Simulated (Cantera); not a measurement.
Feed: 1 mol Pb, 0.0063 mol O2, 160 mol N2, held at 1800 Pa.

Equilibrium computed with Cantera from the NASA thermochemical tables; the gas is ideal and each condensed phase is pure. Candidate condensed phases: Pb, PbO, PbO2, Pb3O4; 12 gas species. Equilibrium is a limit: real reactors are often held back by kinetics, nucleation or transport.

Question: Which condensed phases are stable at each of these points (T (K)): 673, 773, 873, 973, 1073, 1173, 1273, 1373, 1473, 1573, 1673, 1773, 1873, 1973?

Answer: 
```json
[
 {"T (K)": "673", "condensed phases": "Pb(l) + PbO(red)", "Pb condensed (%)": "100.0"},
 {"T (K)": "773", "condensed phases": "Pb(l) + PbO(yellow)", "Pb condensed (%)": "100.0"},
 {"T (K)": "873", "condensed phases": "Pb(l) + PbO(yellow)", "Pb condensed (%)": "99.4"},
 {"T (K)": "973", "condensed phases": "Pb(l) + PbO(yellow)", "Pb condensed (%)": "92.1"},
 {"T (K)": "1073", "condensed phases": "Pb(l)", "Pb condensed (%)": "33.5"},
 {"T (K)": "1173", "condensed phases": "gas only", "Pb condensed (%)": "0.0"},
 {"T (K)": "1273", "condensed phases": "gas only", "Pb condensed (%)": "0.0"},
 {"T (K)": "1373", "condensed phases": "gas only", "Pb condensed (%)": "0.0"},
 {"T (K)": "1473", "condensed phases": "gas only", "Pb condensed (%)": "0.0"},
 {"T (K)": "1573", "condensed phases": "gas only", "Pb condensed (%)": "0.0"},
 {"T (K)": "1673", "condensed phases": "gas only", "Pb condensed (%)": "0.0"},
 {"T (K)": "1773", "condensed phases": "gas only", "Pb condensed (%)": "0.0"},
 {"T (K)": "1873", "condensed phases": "gas only", "Pb condensed (%)": "0.0"},
 {"T (K)": "1973", "condensed phases": "gas only", "Pb condensed (%)": "0.0"}
]
```

At 673 K the condensed part is Pb(l) + PbO(red). From 773 K to 973 K the condensed part is Pb(l) + PbO(yellow). At 1073 K the condensed part is Pb(l). From 1173 K to 1973 K nothing is condensed.
